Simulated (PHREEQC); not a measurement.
**Brine (model solution)**

A solution holds 0.59 mol/kgw K2CO3, 0.091 mol/kgw H3BO3 and 0.61 mol/kgw NaCl, at 31 °C. Closed to the air; pH follows from the charge balance.

The numbers come from PHREEQC with the Pitzer model, pitzer.dat.

This is a speciation only: nothing precipitates in the calculation.

Problem. What pH, ionic strength does the model give?

Solution. pH 10.31; ionic strength 2.29 mol/kgw.

Problem. In which forms is B present?

Solution. B(OH)4- 94 %, B(OH)3 4.9 %, B4O5(OH)4-2 0.8 % of the B.

Complexes and solids missing from the database can't appear. In brines, pH and single-ion activities rest on the MacInnes convention.
